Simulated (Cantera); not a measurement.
# NaOH + H2O + H2 (calcination and drying)

Feed: 1 mol NaOH, 0.73 mol H2O, 0.43 mol H2, held at 1802 °C.

These are equilibrium values from Cantera (NASA tables, ideal gas, pure condensed phases), not measurements of a reactor. Candidate condensed phases: H2O, Na, NaOH, NaO2, Na2O, Na2O2; 16 gas species. Kinetics and transport are ignored.

From 10.0 Pa to 10.0 bar nothing is condensed. The main Na-bearing gas is Na at 10.0 Pa and NaOH at 10.0 bar.

```csv
P (Pa),x H2O,x Na,x NaOH,x H2,x H,x O2,x OH,x O
10,0.392,0.323,0.00153,0.0868,0.0785,0.0507,0.0405,0.0262
42,0.483,0.342,0.00488,0.0612,0.0321,0.0368,0.0289,0.0109
180,0.537,0.347,0.0141,0.0399,0.0125,0.0250,0.0193,0.00435
750,0.566,0.337,0.0359,0.0269,0.00504,0.0147,0.0121,0.00163
3200,0.576,0.311,0.0750,0.0232,0.00227,0.00481,0.00644,0.000452
13000,0.567,0.281,0.115,0.0319,0.00132,0.000604,0.00268,7.95e-5
56000,0.542,0.247,0.158,0.0509,0.000803,5.03e-5,0.000976,1.11e-5
240000,0.509,0.204,0.209,0.0754,0.000472,4.72e-6,0.000364,1.63e-6
1000000,0.473,0.158,0.263,0.102,0.000269,5.32e-7,0.000142,2.69e-7
```
x: gas mole fraction; nothing condenses.
